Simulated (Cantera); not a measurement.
A Cantera script and what it prints.

```python
import numpy as np
import cantera as ct

gas_names = """
    AL ALCL ALCL2 ALCL3 ALO ALOCL ALO2 AL2 AL2CL6 AL2O AL2O2 CL CLO CL2 O O2 O3 Si SiCL SiCL2 SiCL3
    SiCL4 SiO SiO2 Si2 Si3
""".split()
cond_names = """
    AL(cr) AL(L) ALCL3(s) ALCL3(L) AL2O3(a) AL2O3(L) AL2SiO5(an) AL6Si2O13(s) Si(cr) Si(L) SiO2(Lqz)
    SiO2(hqz) SiO2(L)
""".split()


# ... load() reads the species with a 1 bar reference pressure and builds the phases ...
atoms = {
    'Al2O3': {'AL': 2, 'O': 3},
    'SiCl4': {'Si': 1, 'CL': 4},
    'O2': {'O': 2},
    'Cl2': {'CL': 2},
}
top_T = {'AL2SiO5(an)': 2000, 'AL6Si2O13(s)': 2100}  # K; cautious upper limits of use, not melting points


# ... equilibrate(T, P, feed) seeds the gas with the atoms and calls Mixture.equilibrate('TP', solver="vcs", rtol=1e-11, max_steps=5000) ...
results = []
T = 1423.15  # K
P = 1000  # Pa
for m in [0.59, 0.83, 1.1, 1.3, 1.5, 1.8, 2, 2.3, 2.5, 2.7, 3, 3.2]:
    feed = {'Al2O3': 1, 'SiCl4': m, 'O2': 0.64, 'Cl2': 4.7}  # mol
    mix = equilibrate(T, P, feed)
    results.append((T, P, feed, dict(zip(mix.species_names, mix.species_moles))))

top = {s: max(r[3][s] / sum(r[3][g] for g in gas_names) for r in results) for s in gas_names}
cols = sorted((s for s in top if top[s] > 0.001), key=lambda s: -top[s])[:8]
seen = [c for c in cond_names if any(r[3].get(c, 0) > 1e-12 for r in results)]
print("log10 of partial pressures in bar; condensed amounts in mol")
print(f"{'n(SiCl4)':>10s}" + "".join(f"{s[:9]:>10s}" for s in cols + seen))
for T, P, feed, n in results:
    ng = sum(n[g] for g in gas_names)
    print(f"{feed['SiCl4']:10.4g}" + "".join(f"{np.log10(max(n[s] / ng * P / 1e5, 1e-99)):10.3f}" for s in cols)
          + "".join(f"{n.get(c, 0):10.4g}" for c in seen))
```

Output:

```
log10 of partial pressures in bar; condensed amounts in mol
  n(SiCl4)       CL2        CL     ALCL3     SiCL4        O2  AL2O3(a) AL6Si2O13 SiO2(hqz)
      0.59    -2.157    -2.548    -4.152    -7.376    -3.904   0.09065     0.295         0
      0.83    -2.166    -2.553    -3.443    -5.909    -5.028         0    0.2898    0.2495
       1.1    -2.189    -2.565    -3.095    -5.446    -5.539         0    0.2312    0.6348
       1.3    -2.207    -2.573    -2.956    -5.260    -5.759         0    0.1873     0.921
       1.5    -2.223    -2.582    -2.857    -5.128    -5.925         0    0.1434     1.207
       1.8    -2.247    -2.594    -2.749    -4.984    -6.116         0   0.07739     1.636
         2    -2.263    -2.601    -2.694    -4.911    -6.220         0   0.03341     1.922
       2.3    -2.282    -2.611    -2.666    -3.763    -7.407         0         0      2.14
       2.5    -2.293    -2.616    -2.676    -3.421    -7.771         0         0      2.14
       2.7    -2.304    -2.622    -2.686    -3.239    -7.975         0         0      2.14
         3    -2.319    -2.630    -2.700    -3.066    -8.178         0         0      2.14
       3.2    -2.329    -2.635    -2.709    -2.984    -8.280         0         0      2.14
```

Equilibrium computed with Cantera from the NASA thermochemical tables; the gas is ideal and each condensed phase is pure. Mutual solubility and eutectic melting of coexisting phases are not modelled. The tables' values for SiCl3 are old estimates; treat these amounts as uncertain. The tables hold silica as quartz up to 1696 K and as liquid above; real silica turns to tridymite and cristobalite and melts near 1996 K. Condensed phases not in the tables: alloys, solid solutions and most ternary compounds.
